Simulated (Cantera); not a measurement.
Feed: 1 mol CH3Cl, at 620 Pa.

Equilibrium computed with Cantera from the NASA thermochemical tables; the gas is ideal and each condensed phase is pure. Candidate condensed phases: C, C6H6, C7H8, C8H18; 91 gas species. Rates play no part. All values below are at 1402 °C.

Base state: H2 0.499, HCl 0.499, H 0.00104, Cl 0.000812, C2H2 (acetylene) 2.90e-5 (mole fractions); condensed: C(graphite).

### Question
What changes in the equilibrium state with this change: CH3Cl replaced by CF4?

### Answer
| species | before | after |
|---|---|---|
| CF4 | 0 | 0.996 |
| F | 0 | 0.00274 |
| CF2 | 0 | 0.00120 |
| H2 | 0.499 | 0 |
| HCl | 0.499 | 0 |
| H | 0.00104 | 0 |
| Cl | 0.000812 | 0 |
| CF3 | 0 | 0.000344 |
| C(graphite), mol | 1.000 | 0 |
Gases not in the tables: C2F6 and larger saturated fluorocarbons.
